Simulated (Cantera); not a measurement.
An isothermal, constant-pressure homogeneous reactor starts with 20.4 % N₂O, 0.0979 % H₂, 79.5 % N₂, at 1100 K and 12.0 Torr.

Computed with Cantera and GRI-Mech 3.0 (53 species, 325 reactions). GRI-Mech 3.0 was tuned for natural gas; its chemistry of N2O as a main component is partial and can be far from experiment. Radical loss at walls, strong at low pressure, is not modelled. The mechanism lacks the step 2 NO + O2 → 2 NO2, which can matter for NO2 below about 1400 K. The temperature is held fixed by assumption; the heat of reaction is taken as removed at once.

x: mole fraction; the columns are a selection and need not sum to one.

| t (s) | x N₂O | x H₂ | x H₂O₂ | x O | x NO₂ |
|---|---|---|---|---|---|
| 0.000300 | 0.204 | 0.000979 | <1e-12 | 3.56e-8 | <1e-12 |
| 0.000732 | 0.204 | 0.000979 | <1e-12 | 7.93e-8 | <1e-12 |
| 0.00179 | 0.204 | 0.000979 | <1e-12 | 1.57e-7 | <1e-12 |
| 0.00436 | 0.204 | 0.000979 | <1e-12 | 2.45e-7 | <1e-12 |
| 0.0107 | 0.204 | 0.000978 | <1e-12 | 2.84e-7 | <1e-12 |
| 0.0260 | 0.204 | 0.000976 | 1.32e-11 | 2.86e-7 | 4.00e-11 |
| 0.0635 | 0.204 | 0.000963 | 2.93e-10 | 2.86e-7 | 1.55e-9 |
| 0.155 | 0.204 | 0.000905 | [?] | 2.90e-7 | 3.27e-8 |
| 0.378 | 0.204 | 0.000734 | [?] | 3.00e-7 | 2.33e-7 |
| 0.923 | 0.203 | 0.000442 | [?] | 3.11e-7 | 9.29e-7 |
| 2.25 | 0.202 | 0.000168 | [?] | 3.21e-7 | 3.45e-6 |
| 5.50 | 0.201 | 3.41e-5 | 5.08e-10 | 3.23e-7 | 9.58e-6 |
| 13.4 | 0.199 | 2.40e-6 | 7.50e-11 | 3.22e-7 | 1.48e-5 |
| 32.8 | 0.194 | 6.57e-9 | 2.66e-11 | 3.20e-7 | 1.71e-5 |
| 80.0 | 0.182 | 1.12e-9 | 1.79e-11 | 3.19e-7 | 1.78e-5 |

Q: What belongs in the gaps?

A: 
- 0.155, x H₂O₂: 4.12e-9
- 0.378, x H₂O₂: 1.00e-8
- 0.923, x H₂O₂: 7.80e-9
- 2.25, x H₂O₂: 3.02e-9
